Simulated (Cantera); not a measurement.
An adiabatic, constant-pressure homogeneous reactor starts with 9.17 % C3H8, 19.1 % O2, 71.8 % N2, at 1650 K and 5.00 bar.

Model: GRI-Mech 3.0 (53 species, 325 reactions), integrated in Cantera. GRI-Mech 3.0 was tuned for natural gas; its chemistry of propane as a main component is partial and can be far from experiment.

**Question.** Predict: time of steepest temperature rise; temperature at 0.200 s; equilibrium temperature; x(O2) at 0.200 s; x(CO2) at 0.200 s; x(NO) at 0.200 s; x(HCN) at 0.200 s.

**Answer.** 
```
Item                                                                Result
---------------------------------  ---------------------------------------
time of steepest temperature rise                                  9.45 µs
temperature at 0.200 s                                              2541 K
equilibrium temperature                                             2541 K
x(O2) at 0.200 s                   1.21e-6 (gas-phase equilibrium 1.21e-6)
x(CO2) at 0.200 s                    0.0103 (gas-phase equilibrium 0.0103)
x(NO) at 0.200 s                   4.87e-5 (gas-phase equilibrium 4.87e-5)
x(HCN) at 0.200 s                  1.90e-6 (gas-phase equilibrium 1.90e-6)
```
